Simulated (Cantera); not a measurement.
**CHF3 + H2 (fluorocarbon and chlorocarbon gases)**

Charge: 1 mol CHF3, a varied amount of H2, at 450 °C and 1.00 bar.

Method: chemical equilibrium by Gibbs-energy minimisation in Cantera with the NASA 1993 tables (ideal gas, pure condensed phases). Candidate condensed phases: C, C6H6, C7H8, C8H18; 95 gas species. Condensed phases not in the tables: fluorocarbon polymer. Gases not in the tables: C2F6 and larger saturated fluorocarbons. Equilibrium is a limit: real reactors are often held back by kinetics, nucleation or transport.

From 0.29 mol H2 to 2.9 mol H2 the condensed part is C(graphite). The main C-bearing gas is CF4 at 0.29 mol H2 and CH4 at 2.9 mol H2. The share of C in condensed phases is highest at 1.2 mol H2 (96.8 %) and lowest at 2.9 mol H2 (39.8 %).

```csv
n(H2) (mol),x HF,x CF4,x H2,x CH4,x H2F2,x C2H6,x CHF3,n C(graphite)
0.29,0.816,0.183,7.70e-11,<1e-12,0.000102,<1e-12,3.91e-7,0.645
0.58,0.911,0.0886,1.38e-10,<1e-12,0.000127,<1e-12,3.04e-7,0.790
0.86,0.975,0.0251,2.97e-10,<1e-12,0.000146,<1e-12,1.73e-7,0.930
1.2,0.947,<1e-12,0.0432,0.00996,0.000137,1.47e-8,<1e-12,0.968
1.4,0.905,<1e-12,0.0693,0.0257,0.000126,6.08e-8,<1e-12,0.915
1.7,0.852,<1e-12,0.0974,0.0507,0.000111,1.69e-7,<1e-12,0.822
2,0.806,<1e-12,0.119,0.0751,9.96e-5,3.04e-7,<1e-12,0.721
2.3,0.766,<1e-12,0.136,0.0982,9.00e-5,4.55e-7,<1e-12,0.616
2.6,0.730,<1e-12,0.150,0.120,8.17e-5,6.13e-7,<1e-12,0.508
2.9,0.698,<1e-12,0.162,0.140,7.47e-5,7.75e-7,<1e-12,0.398
```
x: gas mole fraction; n: condensed amount in mol.
